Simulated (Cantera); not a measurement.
**Tantalum, niobium, vanadium and zirconium in process gases: Zr + H2O + N2**

Input: 1 mol Zr, 0.19 mol H2O, 4.6 mol N2, held at 0.300 Pa.

These are equilibrium values from Cantera (NASA tables, ideal gas, pure condensed phases), not measurements of a reactor. Candidate condensed phases: H2O, Zr, ZrN, ZrO2; 28 gas species. Mutual solubility and eutectic melting of coexisting phases are not modelled. ZrN: taken at fixed stoichiometry. Condensed phases not in the tables: solid solutions among these carbides, nitrides and lower oxides. Rates play no part.

```json
[
 {"T (°C)": "1077", "x N2": "0.956", "x H": "0.000287", "x H2": "0.0437", "x ZrO": "<1e-12", "n ZrN(s)": "0.905", "n ZrO2(monoclinic)": "0.0950", "n ZrO2(tetragonal)": "0"},
 {"T (°C)": "1177", "x N2": "0.956", "x H": "0.00114", "x H2": "0.0432", "x ZrO": "2.23e-11", "n ZrN(s)": "0.905", "n ZrO2(monoclinic)": "0.0950", "n ZrO2(tetragonal)": "0"},
 {"T (°C)": "1277", "x N2": "0.954", "x H": "0.00372", "x H2": "0.0419", "x ZrO": "1.62e-9", "n ZrN(s)": "0.905", "n ZrO2(monoclinic)": "0", "n ZrO2(tetragonal)": "0.0950"},
 {"T (°C)": "1377", "x N2": "0.951", "x H": "0.0103", "x H2": "0.0384", "x ZrO": "6.95e-8", "n ZrN(s)": "0.905", "n ZrO2(monoclinic)": "0", "n ZrO2(tetragonal)": "0.0950"},
 {"T (°C)": "1477", "x N2": "0.945", "x H": "0.0238", "x H2": "0.0314", "x ZrO": "1.92e-6", "n ZrN(s)": "0.905", "n ZrO2(monoclinic)": "0", "n ZrO2(tetragonal)": "0.0950"},
 {"T (°C)": "1577", "x N2": "0.935", "x H": "0.0446", "x H2": "0.0205", "x ZrO": "3.70e-5", "n ZrN(s)": "0.905", "n ZrO2(monoclinic)": "0", "n ZrO2(tetragonal)": "0.0949"},
 {"T (°C)": "1677", "x N2": "0.924", "x H": "0.0653", "x H2": "0.00972", "x ZrO": "0.000523", "n ZrN(s)": "0.904", "n ZrO2(monoclinic)": "0", "n ZrO2(tetragonal)": "0.0938"},
 {"T (°C)": "1777", "x N2": "0.914", "x H": "0.0767", "x H2": "0.00343", "x ZrO": "0.00568", "n ZrN(s)": "0.892", "n ZrO2(monoclinic)": "0", "n ZrO2(tetragonal)": "0.0819"},
 {"T (°C)": "1877", "x N2": "0.881", "x H": "0.0778", "x H2": "0.00102", "x ZrO": "0.0395", "n ZrN(s)": "0.809", "n ZrO2(monoclinic)": "0", "n ZrO2(tetragonal)": "0"},
 {"T (°C)": "1977", "x N2": "0.876", "x H": "0.0785", "x H2": "0.000335", "x ZrO": "0.0395", "n ZrN(s)": "0.785", "n ZrO2(monoclinic)": "0", "n ZrO2(tetragonal)": "0"}
]
```
x: gas mole fraction; n: condensed amount in mol.

From 1077 °C to 1177 °C the condensed part is ZrN(s) + ZrO2(monoclinic). From 1277 °C to 1777 °C the condensed part is ZrN(s) + ZrO2(tetragonal). From 1877 °C to 1977 °C the condensed part is ZrN(s).
